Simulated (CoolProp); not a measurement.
Saturated liquid density (kg/m³) of R1234ze(Z): the reference equation beside estimates from Tc = 423.3 K, pc = 3.531 MPa, ω = 0.327. Rackett uses Z = 0.29056 − 0.08775 ω.

Values from CoolProp's reference Helmholtz-energy equation of state, Akasaka 2019.

| T (K) | reference | Rackett | van der Waals | Redlich-Kwong | Soave-Redlich-Kwong | Peng-Robinson |
|---|---|---|---|---|---|---|
| 316.9 | 1173 | 1078 | 623.9 | 894.8 | 947.4 | 1074 |
| 325.3 | 1148 | 1055 | 611.2 | 871.9 | 925.0 | 1049 |
| 333.8 | 1122 | 1032 | 597.6 | 847.6 | 900.8 | 1022 |
| 342.2 | 1095 | 1008 | 583.6 | 822.2 | 875.2 | 993.3 |
| 350.7 | 1066 | 981.6 | 568.5 | 795.1 | 847.4 | 962.0 |
| 359.1 | 1036 | 954.6 | 552.7 | 766.6 | 817.8 | 928.3 |
| 367.5 | 1004 | 925.7 | 535.7 | 736.1 | 785.7 | 891.6 |
| 376 | 968.2 | 894.2 | 517.2 | 702.8 | 750.2 | 850.7 |
| 384.4 | 929.7 | 860.0 | 497.1 | 667.0 | 711.3 | 805.6 |
| 392.9 | 885.8 | 821.3 | 474.5 | 626.8 | 667.0 | 753.9 |
| 401.3 | 835.2 | 776.7 | 448.7 | 581.6 | 616.5 | 694.5 |

Absolute difference from the reference over all 11 rows, mean and median: Rackett 7.7 and 7.9 %, van der Waals 46.6 and 46.7 %, Redlich-Kwong 26.4 and 26.0 %, Soave-Redlich-Kwong 21.7 and 21.1 %, Peng-Robinson 11.3 and 10.4 %.
